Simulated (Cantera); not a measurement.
Input: 1 mol TEOS, 0.65 mol NO, equilibrated at 1223 K and 0.133 bar.

These are equilibrium values from Cantera (NASA tables, ideal gas, pure condensed phases), not measurements of a reactor. Candidate condensed phases: C, C₆H₆, C₇H₈, C₈H₁₈, H₂O, Si, SiC, SiO₂, Si₂N₂O, Si₃N₄; 151 gas species. The feed counts by its element totals alone. The tables hold silica as quartz up to 1696 K and as liquid above; real silica turns to tridymite and cristobalite and melts near 1996 K. Kinetics and transport are ignored.

Base state: H₂ 0.769, CO 0.204, N₂ 0.0251, CH₄ 0.00105, H₂O 0.000420, CO₂ 7.63e-5, HCN 1.33e-5 (mole fractions); condensed: C(graphite) + SiO₂(β-quartz).

Question: What changes in the equilibrium state with this change: temperature from 1223 K to 1498.15 K?

Answer: 
```csv
species,before,after
H₂,0.769,0.739
CO,0.204,0.257
N₂,0.0251,0.00354
SiO,1.20e-9,0.000204
H,7.22e-7,4.05e-5
CO₂,7.63e-5,5.96e-6
H₂O,0.000420,4.41e-5
CH₄,0.00105,0.000189
HCN,1.33e-5,5.33e-5
"C(graphite), mol",5.34,4.51
"SiO₂(β-quartz), mol",1.00,0.444
"Si₂N₂O(s), mol",0,0.277
```
Mutual solubility and eutectic melting of coexisting phases are not modelled.
